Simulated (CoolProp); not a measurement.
R124 at 293.15 K and 2.34 MPa flows at 4.5 m/s in a round tube of 10 mm bore and 45 µm roughness, fully developed (64/Re and Nu = 3.66 if laminar; Colebrook and Gnielinski if turbulent). Each further row changes one setting.

Model: reference Helmholtz-energy equation of state, de Vries 1995, in CoolProp.

```json
[
 {"case": "as stated", "Reynolds number": "227000", "Darcy friction factor": "___", "pressure drop (Pa/m)": "___", "heat-transfer coefficient (W/(m² K))": "11500", "mass flow (kg/h)": "1760"},
 {"case": "velocity 9 m/s", "Reynolds number": "453000", "Darcy friction factor": "___", "pressure drop (Pa/m)": "166000", "heat-transfer coefficient (W/(m² K))": "22900", "mass flow (kg/h)": "3520"},
 {"case": "diameter 20 mm", "Reynolds number": "453000", "Darcy friction factor": "___", "pressure drop (Pa/m)": "17200", "heat-transfer coefficient (W/(m² K))": "9950", "mass flow (kg/h)": "7030"}
]
```

Problem. What belongs in the gaps?

Solution. 
- as stated, Darcy friction factor: 0.0299
- as stated, pressure drop (Pa/m): 41800
- velocity 9 m/s, Darcy friction factor: 0.0297
- diameter 20 mm, Darcy friction factor: 0.0245

Viscosity comes from a separate model (Bell 2016), an estimate that may be off by 10 % or more. Thermal conductivity comes from a separate model (Huber 2003), an estimate that may be off by 10 % or more.
